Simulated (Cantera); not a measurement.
Input: 1 mol B2H6, 1.4 mol O2, 0.22 mol H2, equilibrated at 902 °C and 3700 Pa.

Method: chemical equilibrium by Gibbs-energy minimisation in Cantera with the NASA 1993 tables (ideal gas, pure condensed phases). Candidate condensed phases: B, B2O3, B3O3H3, H2O; 23 gas species. The feed counts by its element totals alone. Mutual solubility and eutectic melting of coexisting phases are not modelled. Kinetics and transport are ignored.

Base state: H2 0.998, B3O3H3 0.00131, HBO 0.000198 (mole fractions); condensed: B(s) + B2O3(l).

Task: What changes in the equilibrium state with this change: B2H6 replaced by borazine?

Result: 
| species | before | after |
|---|---|---|
| H2 | 0.998 | 0.774 |
| N2 | 0 | 0.224 |
| H2O | 3.92e-7 | 0.00141 |
| HBO2 | 1.88e-6 | 0.000113 |
| B3O3H3 | 0.00131 | 2.81e-9 |
| HBO | 0.000198 | 2.55e-6 |
| B(s), mol | 0.129 | 0 |
| B2O3(l), mol | 0.929 | 0.931 |
| BN(s), mol | 0 | 1.14 |
Further candidate phases: BN.

Task: What changes in the equilibrium state with this change: temperature from 902 °C to 1802 °C?

Result: 
```csv
species,before,after
H2,0.998,0.670
B2O3,1.08e-7,0.124
HBO,0.000198,0.0858
BO,5.81e-9,0.0196
HBO2,1.88e-6,0.0591
B2O2,9.05e-7,0.0268
H,6.37e-7,0.0113
BO2,<1e-9,0.000138
H2O,3.92e-7,0.00329
B3O3H3,0.00131,1.85e-7
"B(s), mol",0.129,0
"B2O3(l), mol",0.929,0
```
